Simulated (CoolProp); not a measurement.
Vapour-liquid equilibrium of fluoroethane (R161) (1) + R1234yf (2) at 0.00195 MPa; x and y are mole fractions of (1).

The numbers come from the multi-fluid Helmholtz-energy mixture model, Wu 2012 and Lemmon 2022; pair parameters Bell 2016 in CoolProp.

Task: Give the bubble temperature and the first vapour's composition at x = 0.25, 0.85, 0.95. Is there an azeotrope?

Result: x = 0.25: -95.0 °C, y = 0.395; x = 0.85: -97.9 °C, y = 0.886; x = 0.95: -98.2 °C, y = 0.960. No azeotrope shows between x = 0.05 and 0.95.

Pair parameters are fitted to limited data, so mixtures are less certain than the pure fluids.
